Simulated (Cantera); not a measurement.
## Equilibrium for aluminium nitride and oxide growth: Al(CH3)3 + N2O + N2

Charge: 1 mol Al(CH3)3, 19 mol N2O, 3.8 mol N2, equilibrated at 0.00150 bar.

Method: chemical equilibrium by Gibbs-energy minimisation in Cantera with the NASA 1993 tables (ideal gas, pure condensed phases). Candidate condensed phases: Al, AlN, Al2O3, C, C6H6, C7H8, C8H18, H2O; 148 gas species. The feed counts by its element totals alone. Equilibrium is a limit: real reactors are often held back by kinetics, nucleation or transport.

From 902 °C to 1702 °C the condensed part is Al2O3(s).

```json
[
 {"T (°C)": "902", "x N2": "0.675", "x H2O": "0.133", "x O2": "0.103", "x CO2": "0.0888", "x OH": "1.04e-5", "x CO": "6.81e-8", "n Al2O3(s)": "0.500"},
 {"T (°C)": "1002", "x N2": "0.674", "x H2O": "0.133", "x O2": "0.103", "x CO2": "0.0888", "x OH": "3.84e-5", "x CO": "6.54e-7", "n Al2O3(s)": "0.500"},
 {"T (°C)": "1102", "x N2": "0.674", "x H2O": "0.133", "x O2": "0.103", "x CO2": "0.0887", "x OH": "0.000117", "x CO": "4.51e-6", "n Al2O3(s)": "0.500"},
 {"T (°C)": "1202", "x N2": "0.674", "x H2O": "0.133", "x O2": "0.103", "x CO2": "0.0887", "x OH": "0.000308", "x CO": "2.39e-5", "n Al2O3(s)": "0.500"},
 {"T (°C)": "1302", "x N2": "0.674", "x H2O": "0.133", "x O2": "0.103", "x CO2": "0.0886", "x OH": "0.000713", "x CO": "0.000102", "n Al2O3(s)": "0.500"},
 {"T (°C)": "1402", "x N2": "0.673", "x H2O": "0.132", "x O2": "0.102", "x CO2": "0.0883", "x OH": "0.00149", "x CO": "0.000364", "n Al2O3(s)": "0.500"},
 {"T (°C)": "1502", "x N2": "0.672", "x H2O": "0.131", "x O2": "0.102", "x CO2": "0.0875", "x OH": "0.00287", "x CO": "0.00112", "n Al2O3(s)": "0.500"},
 {"T (°C)": "1602", "x N2": "0.670", "x H2O": "0.129", "x O2": "0.101", "x CO2": "0.0853", "x OH": "0.00512", "x CO": "0.00300", "n Al2O3(s)": "0.500"},
 {"T (°C)": "1702", "x N2": "0.665", "x H2O": "0.124", "x O2": "0.101", "x CO2": "0.0808", "x OH": "0.00853", "x CO": "0.00703", "n Al2O3(s)": "0.500"}
]
```
x: gas mole fraction; n: condensed amount in mol.
